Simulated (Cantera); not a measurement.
An isothermal, constant-pressure homogeneous reactor starts with CH₄ : H₂O = 1 : 1.5 (molar parts), at 2050 K and 7500 Torr.

Cantera simulation using GRI-Mech 3.0 (53 species, 325 reactions); the numbers are that mechanism's predictions, not measurements.

x: mole fraction; the columns are a selection and need not sum to one.

```
t (s)       x CH₄  x H₂O    x H₂O₂     x CH₂      x O₂       x H
--------  -------  -----  --------  --------  --------  --------
0.000200   0.0455  0.401  3.51e-10       [?]   8.04e-9  0.000469
0.000702   0.0275  0.325  2.05e-10       [?]   4.49e-9  0.000517
0.00247    0.0192  0.225  8.29e-11       [?]   1.94e-9  0.000551
0.00866   0.00983  0.143  2.96e-11       [?]  7.90e-10  0.000578
0.0304    0.00207  0.108  1.59e-11       [?]  4.54e-10  0.000590
0.107     6.84e-6  0.104  1.48e-11  1.37e-10  4.22e-10  0.000593
0.375     1.99e-6  0.104  1.48e-11  4.02e-11  4.22e-10  0.000593
1.32      1.99e-6  0.104  1.48e-11  4.02e-11  4.22e-10  0.000593
4.62      1.99e-6  0.104  1.48e-11  4.02e-11  4.22e-10  0.000593
16.2      1.99e-6  0.104  1.48e-11  4.02e-11  4.22e-10  0.000593
57.0      1.99e-6  0.104  1.48e-11  4.02e-11  4.22e-10  0.000593
200       1.99e-6  0.104  1.48e-11  4.02e-11  4.22e-10  0.000593
```

### Question
Complete the blanks.

### Answer

- 0.000200, x CH₂: 2.79e-6
- 0.000702, x CH₂: 1.70e-6
- 0.00247, x CH₂: 8.09e-7
- 0.00866, x CH₂: 2.76e-7
- 0.0304, x CH₂: 4.43e-8
